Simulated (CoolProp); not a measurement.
Model: reference Helmholtz-energy equation of state, Thol 2012, in CoolProp.

**Question.** For benzene, give the phase and the density (kg/m³), cp (kJ/(kg K)) at 260.05 °C and 60.1 bar; 317.95 °C and 60.1 bar; 346.85 °C and 60.1 bar.

**Answer.** 
- 260.05 °C and 60.1 bar: liquid; density 569, cp 2.79
- 317.95 °C and 60.1 bar: supercritical; density 205, cp 4.43
- 346.85 °C and 60.1 bar: supercritical; density 146, cp 2.90
